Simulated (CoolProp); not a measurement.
Vapour-liquid equilibrium of propylene (1) + R142b (2) at 240.1 K; x and y are mole fractions of (1).

Values from CoolProp's multi-fluid Helmholtz-energy mixture model, Lemmon 2013 and Lemmon 2006; pair parameters Bell 2016.

```json
[
 {"x": "0.05", "bubble pressure (bar)": "0.4390", "y at the bubble point": "0.254", "dew pressure at overall composition x (bar)": "0.3583", "liquid density (mol/L)": "12.47"},
 {"x": "0.125", "bubble pressure (bar)": "0.5828", "y at the bubble point": "0.478", "dew pressure at overall composition x (bar)": "0.3843", "liquid density (mol/L)": "12.58"},
 {"x": "0.2", "bubble pressure (bar)": "0.7230", "y at the bubble point": "0.612", "dew pressure at overall composition x (bar)": "0.4143", "liquid density (mol/L)": "12.69"},
 {"x": "0.275", "bubble pressure (bar)": "0.8570", "y at the bubble point": "0.700", "dew pressure at overall composition x (bar)": "0.4494", "liquid density (mol/L)": "12.81"},
 {"x": "0.35", "bubble pressure (bar)": "0.9837", "y at the bubble point": "0.761", "dew pressure at overall composition x (bar)": "0.4909", "liquid density (mol/L)": "12.92"},
 {"x": "0.425", "bubble pressure (bar)": "1.103", "y at the bubble point": "0.808", "dew pressure at overall composition x (bar)": "0.5408", "liquid density (mol/L)": "13.04"},
 {"x": "0.5", "bubble pressure (bar)": "1.214", "y at the bubble point": "0.844", "dew pressure at overall composition x (bar)": "0.6018", "liquid density (mol/L)": "13.16"},
 {"x": "0.575", "bubble pressure (bar)": "1.320", "y at the bubble point": "0.873", "dew pressure at overall composition x (bar)": "0.6781", "liquid density (mol/L)": "13.28"},
 {"x": "0.65", "bubble pressure (bar)": "1.420", "y at the bubble point": "0.899", "dew pressure at overall composition x (bar)": "0.7760", "liquid density (mol/L)": "13.41"},
 {"x": "0.725", "bubble pressure (bar)": "1.517", "y at the bubble point": "0.922", "dew pressure at overall composition x (bar)": "0.9053", "liquid density (mol/L)": "13.54"},
 {"x": "0.8", "bubble pressure (bar)": "1.614", "y at the bubble point": "0.943", "dew pressure at overall composition x (bar)": "1.082", "liquid density (mol/L)": "13.67"},
 {"x": "0.875", "bubble pressure (bar)": "1.711", "y at the bubble point": "0.964", "dew pressure at overall composition x (bar)": "1.325", "liquid density (mol/L)": "13.81"},
 {"x": "0.95", "bubble pressure (bar)": "1.810", "y at the bubble point": "0.985", "dew pressure at overall composition x (bar)": "1.645", "liquid density (mol/L)": "13.96"}
]
```

No azeotrope shows between x = 0.05 and 0.95.

The pair parameters rest on a limited set of measurements; away from them the model extrapolates.
